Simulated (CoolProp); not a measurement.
Vapour-liquid equilibrium of R22 (1) + C3F8 (R218) (2) at 17.25 °C; x and y are mole fractions of (1).

Computed with CoolProp (multi-fluid Helmholtz-energy mixture model, Kamei 1995 and Lemmon 2006; pair parameters Bell 2016).

Give the bubble pressure and the first vapour's composition at x = 0.35, 0.65, 0.75. Is there an azeotrope?

x = 0.35: 9.695 bar, y = 0.454; x = 0.65: 10.20 bar, y = 0.636; x = 0.75: 10.07 bar, y = 0.697. y crosses x between x = 0.55 and 0.65: the model has an azeotrope there.

The pair parameters rest on a limited set of measurements; away from them the model extrapolates.
